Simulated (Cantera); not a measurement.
**NO annealing gas**

An isothermal, constant-pressure homogeneous reactor starts with 16.1 % NO, 83.9 % N₂, at 1925 K and 0.987 atm.

Cantera simulation using GRI-Mech 3.0 (53 species, 325 reactions); the numbers are that mechanism's predictions, not measurements.

```
t (s)       x NO      x O₂    x NO₂      x O   x N₂
--------  ------  --------  -------  -------  -----
0.000400   0.161   1.84e-7  4.81e-6  3.57e-6  0.839
0.00116    0.161   2.67e-6  1.66e-5  1.01e-5  0.839
0.00336    0.161   3.29e-5  3.24e-5  1.85e-5  0.839
0.00975    0.161  0.000160  3.48e-5  1.98e-5  0.839
0.0283     0.160  0.000535  3.69e-5  2.10e-5  0.839
0.0820     0.158   0.00162  4.24e-5  2.42e-5  0.840
0.238      0.152   0.00476  5.40e-5  3.18e-5  0.844
0.690      0.134    0.0134  7.09e-5  4.65e-5  0.852
2.00      0.0947    0.0332  7.52e-5  6.92e-5  0.872
```
x: mole fraction; the columns are a selection and need not sum to one.

Equilibrium at this temperature and pressure: NO 0.00410, O₂ 0.0785, NO₂ 4.92e-6, O 0.000104, N₂ 0.917 (gas phase only).
